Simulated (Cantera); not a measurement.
**Thermodynamics of boron, boron nitride and boron oxide, feed B2O3 + N2**

A closed system holds: 1 mol B2O3, 3.8 mol N2, held at 10.0 mbar.

These are equilibrium values from Cantera (NASA tables, ideal gas, pure condensed phases), not measurements of a reactor. Candidate condensed phases: B, BN, B2O3; 17 gas species. The numbers say what is thermodynamically allowed, not how fast it happens.

From 1025 K to 1725 K the condensed part is B2O3(l). At 1825 K nothing is condensed.

```json
[
 {"T (K)": "1025", "x N2": "1.00", "x B2O3": "1.08e-9", "x BO2": "<1e-12", "x BO": "<1e-12", "x B2O2": "<1e-12", "n B2O3(l)": "1.00"},
 {"T (K)": "1125", "x N2": "1.00", "x B2O3": "6.67e-8", "x BO2": "3.17e-12", "x BO": "3.67e-12", "x B2O2": "<1e-12", "n B2O3(l)": "1.00"},
 {"T (K)": "1225", "x N2": "1.000", "x B2O3": "2.05e-6", "x BO2": "2.49e-10", "x BO": "1.75e-10", "x B2O2": "3.41e-11", "n B2O3(l)": "1.000"},
 {"T (K)": "1325", "x N2": "1.000", "x B2O3": "3.67e-5", "x BO2": "7.69e-9", "x BO": "5.98e-9", "x B2O2": "1.43e-9", "n B2O3(l)": "1.000"},
 {"T (K)": "1425", "x N2": "1.000", "x B2O3": "0.000429", "x BO2": "1.58e-7", "x BO": "1.13e-7", "x B2O2": "2.96e-8", "n B2O3(l)": "0.998"},
 {"T (K)": "1525", "x N2": "0.996", "x B2O3": "0.00359", "x BO2": "2.15e-6", "x BO": "1.44e-6", "x B2O2": "4.11e-7", "n B2O3(l)": "0.986"},
 {"T (K)": "1625", "x N2": "0.977", "x B2O3": "0.0227", "x BO2": "2.10e-5", "x BO": "1.35e-5", "x B2O2": "4.12e-6", "n B2O3(l)": "0.911"},
 {"T (K)": "1725", "x N2": "0.885", "x B2O3": "0.115", "x BO2": "0.000156", "x BO": "9.64e-5", "x B2O2": "3.14e-5", "n B2O3(l)": "0.505"},
 {"T (K)": "1825", "x N2": "0.791", "x B2O3": "0.208", "x BO2": "0.000563", "x BO": "0.000389", "x B2O2": "9.42e-5", "n B2O3(l)": "0"}
]
```
x: gas mole fraction; n: condensed amount in mol.
